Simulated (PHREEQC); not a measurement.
Brine: an equilibrium model

A solution holds 1.1 mol HCl, 0.17 mol MgSO4 and 0.2 mol NaCl per kg of water, at 25 °C. Closed to the air; pH follows from the charge balance.

The numbers come from PHREEQC with the Pitzer model, pitzer.dat.

Each row changes one thing in this solution. This is a speciation only: nothing precipitates in the calculation.

```tsv
case	pH	ionic strength (mol/kgw)	HSO4- (mol/kgw)	SO4-2 (mol/kgw)	SI of Epsomite (MgSO4:7H2O)	SI of Hexahydrite (MgSO4:6H2O)
as made	-0.10	1.73	0.127	0.0435	-2.48	-2.74
HCl left out	6.79	0.880	3.35e-7	0.170	-1.56	[?]
temperature from 25 to 20 °C	-0.11	1.73	0.123	0.0472	[?]	-2.70
temperature from 25 to 40 °C	-0.07	1.71	0.136	0.0336	-2.76	-2.88
NaCl left out	-0.07	1.53	0.126	0.0438	-2.45	-2.71
MgSO4 from 0.17 to 0.085 mol/kgw	-0.11	1.51	[?]	0.0205	-3.09	-3.34
diluted 5-fold with water	0.80	0.349	[?]	0.0103	-3.11	-3.38
temperature from 25 to 70 °C	-0.01	1.68	[?]	0.0193	-3.32	-3.21
```

**Question.** Complete the blanks.

**Answer.** 
- HCl left out, SI of Hexahydrite (MgSO4:6H2O): -1.84
- temperature from 25 to 20 °C, SI of Epsomite (MgSO4:7H2O): -2.39
- MgSO4 from 0.17 to 0.085 mol/kgw, HSO4- (mol/kgw): 0.0645
- diluted 5-fold with water, HSO4- (mol/kgw): 0.0237
- temperature from 25 to 70 °C, HSO4- (mol/kgw): 0.151

Species that the database lacks are ignored. In brines, pH and single-ion activities rest on the MacInnes convention. Constants without temperature data keep their 25 °C values here.
